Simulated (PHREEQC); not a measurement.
## Acid rinse or clean: speciation

Consider water at 25 °C with 23 mmol/kgw HF and 0.1 mmol/kgw KCl. Closed to the air; pH follows from the charge balance.

Model: ion-association model, wateq4f.dat, run in PHREEQC.

Precipitation was switched off in this run.

### Question
Predict the pH, ionic strength.

### Answer
pH 2.45; ionic strength 0.00386 mol/kgw.

### Question
In which forms is F present?

### Answer
HF 76 %, F- 15 %, H2F2 6.9 %, HF2- 2.0 % of the F.

Complexes and solids missing from the database can't appear. wateq4f.dat counts part of the HF as a dimer, H2F2, which phreeqc.dat doesn't know; its constant is uncertain.
